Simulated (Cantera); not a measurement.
A perfectly stirred reactor is fed with CH₄ : O₂ : N₂ : H₂O = 1 : 3.64 : 25.5 : 0.65 (molar parts), equivalence ratio 0.55, at 1430 Torr; it is adiabatic with a 800 K inlet, and is followed from long to short residence time, starting on the burning branch (τ in s: 0.12, 0.042, 0.015, 0.005, 0.0017, 0.00059, 0.0002, 7e-05, 2.4e-05, 8.3e-06).

Model: GRI-Mech 3.0 (53 species, 325 reactions), integrated in Cantera.

Q: Predict: blow-out, bracketed by the residence times tried; x(CH₄) at τ = 0.120 s; x(O₂) at τ = 0.120 s; x(H₂O) at τ = 0.120 s; x(N₂O) at τ = 0.120 s; x(C₂H₂) at τ = 0.120 s; x(CH₄) at τ = 0.590 ms; x(O₂) at τ = 0.590 ms; x(H₂O) at τ = 0.590 ms.

A: 
```
Item                                                                           Result
------------------------------------------------  -----------------------------------
blow-out, bracketed by the residence times tried  burning at 1.70 ms, out at 0.590 ms
x(CH₄) at τ = 0.120 s                                                         1.47e-5
x(O₂) at τ = 0.120 s                                                           0.0533
x(H₂O) at τ = 0.120 s                                                          0.0858
x(N₂O) at τ = 0.120 s                                                         9.06e-7
x(C₂H₂) at τ = 0.120 s                                                        5.41e-9
x(CH₄) at τ = 0.590 ms                                                         0.0325
x(O₂) at τ = 0.590 ms                                                           0.118
x(H₂O) at τ = 0.590 ms                                                         0.0211
```
